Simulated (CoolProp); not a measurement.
The numbers come from the reference Helmholtz-energy equation of state, Platzer 1990 in CoolProp. This equation is an older, rougher fit; its heat capacities, sound speeds and derivatives of the liquid may be far off and weren't checked against measurements.

### Question
Give the vapour pressure (kPa), liquid density (kg/m³), surface tension (mN/m) of saturated CF4 (R14) at 198.5 K.

### Answer
```json
[
 {"T (K)": "198.5", "p (kPa)": "1470", "liquid density (kg/m³)": "1260", "surface tension (mN/m)": "3.29"}
]
```

Surface tension comes from a separate correlation (Mulero 2012).
